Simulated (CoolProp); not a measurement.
Properties of octamethylcyclotetrasiloxane (D4) along the isotherm 25.15 °C.

The numbers come from the reference Helmholtz-energy equation of state, Thol 2015 in CoolProp.

```
p (MPa)   phase       Z  cp (kJ/(kg K))  speed of sound (m/s)  Joule-Thomson coefficient (K/MPa)  isothermal compressibility (1/MPa)  fugacity coefficient
-------  ------  ------  --------------  --------------------  ---------------------------------  ----------------------------------  --------------------
0.898    liquid  0.1128           1.671                 921.3                            -0.4057                                   …             0.0001693
1.8      liquid  0.2259           1.670                 927.4                            -0.4074                            0.001480              9.461e-5
2.69     liquid       …           1.669                     …                            -0.4090                            0.001459              7.078e-5
3.59     liquid  0.4493           1.668                 939.2                            -0.4106                                   …              5.937e-5
4.49     liquid  0.5612           1.667                 945.0                            -0.4121                            0.001417              5.312e-5
5.39     liquid  0.6728           1.667                 950.8                            -0.4135                            0.001397                     …
6.29     liquid  0.7842           1.666                 956.4                                  …                            0.001378              4.747e-5
7.19     liquid  0.8953           1.665                 962.0                            -0.4162                            0.001359              4.646e-5
8.08     liquid   1.005           1.665                 967.5                            -0.4175                            0.001341              4.618e-5
```

Q: Fill in the missing entries.

A: 
- 0.898, isothermal compressibility (1/MPa): 0.001503
- 2.69, Z: 0.3371
- 2.69, speed of sound (m/s): 933.3
- 3.59, isothermal compressibility (1/MPa): 0.001437
- 5.39, fugacity coefficient: 4.952e-5
- 6.29, Joule-Thomson coefficient (K/MPa): -0.4149
